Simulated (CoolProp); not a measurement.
Properties of C3F8 (R218) along the isotherm -50.85 °C.

Values from CoolProp's reference Helmholtz-energy equation of state, Lemmon 2006. It is a short technical equation, of lower accuracy than the large ones.

| p (MPa) | phase | isothermal compressibility (1/MPa) | expansivity (1/kK) | fugacity coefficient |
|---|---|---|---|---|
| 0.943 | liquid | 0.002328 | 2.218 | 0.05541 |
| 1.89 | liquid | 0.002268 | 2.184 | 0.02929 |
| 2.83 | liquid | 0.002212 | 2.152 | 0.02071 |
| 3.77 | liquid | 0.002159 | 2.122 | 0.01646 |
| 4.71 | liquid | 0.002109 | 2.093 | 0.01394 |
| 5.66 | liquid | 0.002062 | 2.064 | 0.01229 |
| 6.6 | liquid | 0.002017 | 2.038 | 0.01115 |
| 7.54 | liquid | 0.001974 | 2.012 | 0.01033 |
| 8.49 | liquid | 0.001933 | 1.988 | 0.009713 |
| 9.43 | liquid | 0.001895 | 1.964 | 0.009252 |
| 10.4 | liquid | 0.001857 | 1.941 | 0.008890 |
| 11.3 | liquid | 0.001823 | 1.920 | 0.008634 |
| 12.3 | liquid | 0.001787 | 1.898 | 0.008419 |
| 13.2 | liquid | 0.001756 | 1.878 | 0.008277 |
